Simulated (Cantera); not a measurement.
# Fe3O4 + H2 (hydrogen reduction and annealing atmospheres)

Charge: 1 mol Fe3O4, a varied amount of H2, held at 2223 K and 7.35 Torr.

Equilibrium computed with Cantera from the NASA thermochemical tables; the gas is ideal and each condensed phase is pure. Candidate condensed phases: Fe, FeO, Fe(OH)2, Fe(OH)3, Fe2O3, Fe3O4, H2O; 12 gas species. The numbers say what is thermodynamically allowed, not how fast it happens.

From 28 mol H2 to 1700 mol H2 nothing is condensed. The main Fe-bearing gas is Fe throughout.

| n(H2) (mol) | log p H2 | log p H2O | log p Fe | log p H | log p OH | log p FeO | log p O |
|---|---|---|---|---|---|---|---|
| 28 | -2.15 | -2.92 | -3.04 | -3.27 | -4.88 | -5.30 | -6.16 |
| 51 | -2.10 | -3.16 | -3.28 | -3.24 | -5.14 | -5.83 | -6.45 |
| 91 | -2.07 | -3.40 | -3.52 | -3.23 | -5.40 | -6.34 | -6.71 |
| 160 | -2.06 | -3.64 | -3.76 | -3.22 | -5.64 | -6.83 | -6.97 |
| 290 | -2.05 | -3.89 | -4.01 | -3.22 | -5.90 | -7.35 | -7.23 |
| 530 | -2.04 | -4.15 | -4.27 | -3.21 | -6.16 | -7.87 | -7.50 |
| 950 | -2.04 | -4.40 | -4.52 | -3.21 | -6.42 | -8.38 | -7.75 |
| 1700 | -2.04 | -4.66 | -4.78 | -3.21 | -6.67 | -8.89 | -8.00 |
log p: log10 of the partial pressure in bar; nothing condenses.
